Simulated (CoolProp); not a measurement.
A Linde-Hampson liquefier for normal hydrogen: isothermal reversible compression at 230 K from 1 atm to 30 MPa, throttling to 1 atm, return gas leaving the recuperator 2 K below the feed. Each further row changes one setting.

Computed with CoolProp (reference Helmholtz-energy equation of state, Leachman 2009).

```
case                        compression work (kJ/kg of gas)
--------------------------  -------------------------------
as stated                                              5600
high pressure 60 MPa                                   6490
warm-end temperature 260 K                             6320
warm-end gap 7 K                                       5600
```
